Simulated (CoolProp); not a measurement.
The fluid at 485.14 K and 2.06 MPa is throttled through a valve to 0.236 MPa with no heat exchange. The same conditions are run with several fluids, on thermodynamics alone (safety and materials aside).

The numbers come from the reference Helmholtz-energy equation of state of each fluid (nitrogen: Span 2000; cis-2-butene: Lemmon 2005; R407C: Lemmon 2003; R143a: Lemmon and Jacobsen 2000; methanol: de Reuck 1993) in CoolProp. Blends and air are pseudo-pure fits.

```
fluid         temperature change (K)  final density (kg/m³)
------------  ----------------------  ---------------------
nitrogen                         ___                    ___
cis-2-butene                     ___                    ___
R407C                           -8.3                    ___
R143a                           -8.3                    ___
methanol                         ___                    ___
```

Q: Some entries are withheld; supply them.

A: 
- nitrogen, temperature change (K): -0.8
- nitrogen, final density (kg/m³): 1.64
- cis-2-butene, temperature change (K): -13.2
- cis-2-butene, final density (kg/m³): 3.43
- R407C, final density (kg/m³): 5.16
- R143a, final density (kg/m³): 5.04
- methanol, temperature change (K): -34.4
- methanol, final density (kg/m³): 2.05
